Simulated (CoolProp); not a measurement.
Properties of toluene at several states.

Model: reference Helmholtz-energy equation of state, Lemmon 2006, in CoolProp. It is a short technical equation, of lower accuracy than the large ones.

| T (°C) | p (MPa) | phase | density (kg/m³) | cp (kJ/(kg K)) | fugacity coefficient |
|---|---|---|---|---|---|
| 235.35 | 23.7 | liquid | 696.6 | (withheld) | (withheld) |
| 85.25 | 0.0779 | liquid | 804.7 | 1.909 | 0.5834 |
| 227.05 | 0.0278 | gas | 0.6186 | (withheld) | 0.9957 |
| 247.85 | 1.1 | gas | (withheld) | (withheld) | (withheld) |
| 298.35 | 9.59 | liquid | 572.6 | (withheld) | (withheld) |

Problem. Fill in the missing entries.

Solution. 
- 235.35, cp (kJ/(kg K)): 2.351
- 235.35, fugacity coefficient: 0.09474
- 227.05, cp (kJ/(kg K)): 1.856
- 247.85, density (kg/m³): 28.27
- 247.85, cp (kJ/(kg K)): 2.093
- 247.85, fugacity coefficient: 0.8528
- 298.35, cp (kJ/(kg K)): 2.706
- 298.35, fugacity coefficient: 0.2889
